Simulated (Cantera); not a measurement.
# Stirred combustor or abatement burner

A perfectly stirred reactor is fed with CH4 : C2H6 : C3H8 : O2 : N2 = 1 : 0.045 : 0.44 : 4.64 : 17.4 (molar parts), equivalence ratio 0.94, at 1350 Torr; it is adiabatic with a 400 K inlet, and is followed from long to short residence time, starting on the burning branch (τ in s: 0.3, 0.14, 0.067, 0.031, 0.015, 0.0069, 0.0032, 0.0015, 0.00071, 0.00033, 0.00016, 7.3e-05, 3.4e-05).

Detailed kinetics in Cantera: GRI-Mech 3.0 (53 species, 325 reactions). GRI-Mech 3.0 was tuned for natural gas; its chemistry of propane as a main component is partial and can be far from experiment.

| τ (s) | T (K) | x CH4 | x C2H6 | x C3H8 | x CH2 | x NO | x H2O2 | x OH |
|---|---|---|---|---|---|---|---|---|
| 0.30 | 2267 | 3.60e-7 | 1.70e-9 | 1.88e-8 | 2.30e-8 | 0.00258 | 1.01e-7 | 0.00363 |
| 0.14 | 2266 | 7.41e-7 | 3.61e-9 | 3.97e-8 | 4.82e-8 | 0.00205 | 1.03e-7 | 0.00373 |
| 0.067 | 2262 | 1.45e-6 | 7.43e-9 | 8.09e-8 | 9.66e-8 | 0.00152 | 1.07e-7 | 0.00389 |
| 0.031 | 2254 | 2.81e-6 | 1.57e-8 | 1.68e-7 | 1.93e-7 | 0.00105 | 1.13e-7 | 0.00417 |
| 0.015 | 2239 | 5.00e-6 | 3.16e-8 | 3.28e-7 | 3.55e-7 | 0.000728 | 1.23e-7 | 0.00457 |
| 0.0069 | 2215 | 8.88e-6 | 6.55e-8 | 6.47e-7 | 6.40e-7 | 0.000491 | 1.42e-7 | 0.00518 |
| 0.0032 | 2181 | 1.54e-5 | 1.32e-7 | 1.23e-6 | 1.08e-6 | 0.000334 | 1.72e-7 | 0.00590 |
| 0.0015 | 2138 | 2.66e-5 | 2.57e-7 | 2.26e-6 | 1.75e-6 | 0.000228 | 2.14e-7 | 0.00666 |
| 0.00071 | 2088 | 4.69e-5 | 4.94e-7 | 4.10e-6 | 2.74e-6 | 0.000158 | 2.72e-7 | 0.00732 |
| 0.00033 | 2028 | 8.83e-5 | 9.78e-7 | 7.73e-6 | 4.32e-6 | 0.000108 | 3.52e-7 | 0.00778 |
| 0.00016 | 1965 | 0.000173 | 1.95e-6 | 1.49e-5 | 6.84e-6 | 7.34e-5 | 4.54e-7 | 0.00783 |
| 7.3e-5 | 1882 | 0.000419 | 4.75e-6 | 3.49e-5 | 1.23e-5 | 4.31e-5 | 6.12e-7 | 0.00710 |
| 3.4e-5 | 400 | 0.0425 | 0.00191 | 0.0187 | <1e-12 | <1e-12 | <1e-12 | <1e-12 |
x: mole fraction; the columns are a selection and need not sum to one.
